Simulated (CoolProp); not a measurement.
The fluid at 286.03 K and 2.9 MPa is throttled through a valve to 1.83 MPa with no heat exchange. The same conditions are run with several fluids, on thermodynamics alone (safety and materials aside).

Computed with CoolProp (reference Helmholtz-energy equation of state of each fluid (sulfur hexafluoride: Guder 2009; cis-2-butene: Lemmon 2005; c-C4F8 (RC318): Platzer 1990; m-xylene: Zhou 2012; R22: Kamei 1995)). The equations of Platzer and Polt are older, rougher fits.

Rank sulfur hexafluoride, cis-2-butene, c-C4F8 (RC318), m-xylene, R22 by temperature change (K), highest first.

m-xylene (+0.5), cis-2-butene (+0.4), c-C4F8 (RC318) (+0.2), R22 (+0.1), sulfur hexafluoride (-0.5)

```json
[
 {"fluid": "sulfur hexafluoride", "final density (kg/m³)": "1460"},
 {"fluid": "cis-2-butene", "final density (kg/m³)": "631"},
 {"fluid": "c-C4F8 (RC318)", "final density (kg/m³)": "1550"},
 {"fluid": "m-xylene", "final density (kg/m³)": "871"},
 {"fluid": "R22", "final density (kg/m³)": "1240"}
]
```
